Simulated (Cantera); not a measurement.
An adiabatic, constant-volume homogeneous reactor starts with CH4 : O2 : N2 : H2O = 0.38 : 3.51 : 13.2 : 0.79 (molar parts), at 1450 K and 2.30 bar.

Detailed kinetics in Cantera: GRI-Mech 3.0 (53 species, 325 reactions).

x: mole fraction; the columns are a selection and need not sum to one.

| t (s) | T (K) | P (bar) | x CH4 | x O2 | x H2O | x C2H | x HCO | x HCN | x CO |
|---|---|---|---|---|---|---|---|---|---|
| 4.00e-6 | 1450 | 2.30 | 0.0213 | 0.196 | 0.0442 | <1e-12 | <1e-12 | <1e-12 | 2.10e-12 |
| 9.86e-6 | 1450 | 2.30 | 0.0213 | 0.196 | 0.0442 | <1e-12 | <1e-12 | <1e-12 | 3.04e-11 |
| 2.43e-5 | 1450 | 2.30 | 0.0213 | 0.196 | 0.0442 | <1e-12 | <1e-12 | <1e-12 | 4.92e-10 |
| 5.99e-5 | 1450 | 2.30 | 0.0212 | 0.196 | 0.0442 | <1e-12 | 8.56e-12 | <1e-12 | … |
| 0.000147 | 1450 | 2.30 | 0.0212 | 0.196 | 0.0442 | <1e-12 | 1.36e-10 | <1e-12 | … |
| 0.000363 | 1452 | 2.30 | 0.0208 | 0.196 | 0.0445 | <1e-12 | 7.93e-9 | <1e-12 | … |
| 0.000896 | 2026 | 3.21 | <1e-12 | 0.153 | 0.0858 | <1e-12 | <1e-12 | <1e-12 | … |
| 0.00221 | 2027 | 3.22 | <1e-12 | 0.153 | 0.0858 | <1e-12 | <1e-12 | <1e-12 | 5.02e-5 |
| 0.00544 | 2027 | 3.22 | <1e-12 | 0.153 | 0.0858 | <1e-12 | <1e-12 | <1e-12 | 5.02e-5 |
| 0.0134 | 2027 | 3.22 | <1e-12 | 0.153 | 0.0858 | <1e-12 | <1e-12 | <1e-12 | 5.02e-5 |
| 0.0330 | 2027 | 3.22 | <1e-12 | 0.153 | 0.0858 | <1e-12 | <1e-12 | <1e-12 | 5.01e-5 |
| 0.0814 | 2026 | 3.22 | <1e-12 | 0.153 | 0.0859 | <1e-12 | <1e-12 | <1e-12 | 4.98e-5 |
| 0.200 | 2025 | 3.21 | <1e-12 | 0.153 | 0.0859 | <1e-12 | <1e-12 | <1e-12 | 4.93e-5 |
| 0.494 | 2021 | 3.21 | <1e-12 | 0.152 | 0.0859 | <1e-12 | <1e-12 | <1e-12 | 4.81e-5 |
| 1.22 | 2015 | 3.20 | <1e-12 | 0.151 | 0.0859 | <1e-12 | <1e-12 | <1e-12 | 4.61e-5 |
| 3.00 | 2010 | 3.19 | <1e-12 | 0.150 | 0.0859 | <1e-12 | <1e-12 | <1e-12 | 4.42e-5 |

Q: Fill in the missing entries.

A: 
- 5.99e-5, x CO: 9.83e-9
- 0.000147, x CO: 3.27e-7
- 0.000363, x CO: 3.37e-5
- 0.000896, x CO: 9.45e-5
